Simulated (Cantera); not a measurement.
A closed system holds: 1 mol Ti(OiPr)₄, 0.37 mol CH₄, equilibrated at 6.10 mbar.

Equilibrium computed with Cantera from the NASA thermochemical tables; the gas is ideal and each condensed phase is pure. Candidate condensed phases: C, C₆H₆, C₇H₈, C₈H₁₈, H₂O, Ti, TiC, TiO, TiO₂, Ti₂O₃, Ti₃O₅, Ti₄O₇; 113 gas species. The feed counts by its element totals alone. TiC: taken at fixed stoichiometry. Rates play no part.

x: gas mole fraction; n: condensed amount in mol.

```csv
T (°C),x H₂,x CO,x H,x C₂H₂ (acetylene),x CH₄,x H₂O,n C(graphite),n TiC(s)
1027,0.787,0.213,1.26e-5,4.53e-7,2.97e-5,9.34e-6,7.37,1.00
1177,0.786,0.213,0.000107,3.83e-6,1.25e-5,2.55e-6,7.37,1.00
1327,0.786,0.213,[?],[?],[?],[?],7.37,1.00
1477,0.784,0.213,0.00264,9.01e-5,3.42e-6,3.75e-7,7.37,1.00
1627,0.778,0.212,[?],[?],[?],[?],7.36,1.00
1777,0.763,0.211,0.0254,0.000810,1.32e-6,9.47e-8,7.34,1.000
1927,0.730,0.207,0.0616,0.00187,8.54e-7,5.25e-8,7.30,1.000
```

**Question.** What belongs in the gaps?

**Answer.** 
- 1327, x H: 0.000617
- 1327, x C₂H₂ (acetylene): 2.16e-5
- 1327, x CH₄: 6.15e-6
- 1327, x H₂O: 8.94e-7
- 1627, x H: 0.00896
- 1627, x C₂H₂ (acetylene): 0.000297
- 1627, x CH₄: 2.08e-6
- 1627, x H₂O: 1.80e-7
